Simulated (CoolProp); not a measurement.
Vapour-liquid equilibrium of CH2F2 (R32) (1) + dimethyl ether (2) at 300 kPa; x and y are mole fractions of (1).

Model: multi-fluid Helmholtz-energy mixture model, Tillner-Roth 1997 and Wu 2011; pair parameters Bell 2016, in CoolProp.

| x | bubble temperature, mixture model (K) | bubble temperature, Raoult's law (K) | y, mixture model | y, Raoult's law |
|---|---|---|---|---|
| 0.05 | 274.2 | 273.7 | 0.119 | 0.138 |
| 0.125 | 270.7 | 270.0 | 0.277 | 0.305 |
| 0.2 | 267.4 | 266.6 | 0.410 | 0.438 |
| 0.275 | 264.3 | 263.7 | 0.522 | 0.544 |
| 0.35 | 261.4 | 261.0 | 0.615 | 0.631 |
| 0.425 | 258.8 | 258.6 | 0.691 | 0.703 |
| 0.5 | 256.4 | 256.4 | 0.754 | 0.763 |
| 0.575 | 254.3 | 254.4 | 0.806 | 0.815 |
| 0.65 | 252.4 | 252.5 | 0.851 | 0.859 |
| 0.725 | 250.7 | 250.8 | 0.889 | 0.897 |
| 0.8 | 249.1 | 249.2 | 0.923 | 0.930 |
| 0.875 | 247.7 | 247.7 | 0.953 | 0.959 |
| 0.95 | 246.3 | 246.3 | 0.982 | 0.985 |

The largest gap from Raoult's law is +0.8 K in bubble temperature, at x = 0.2. No azeotrope shows between x = 0.05 and 0.95.

Pair parameters are fitted to limited data, so mixtures are less certain than the pure fluids. The gap from Raoult's law changes sign with composition, which may be real or a fault of the pair parameters; it wasn't checked against measurements.
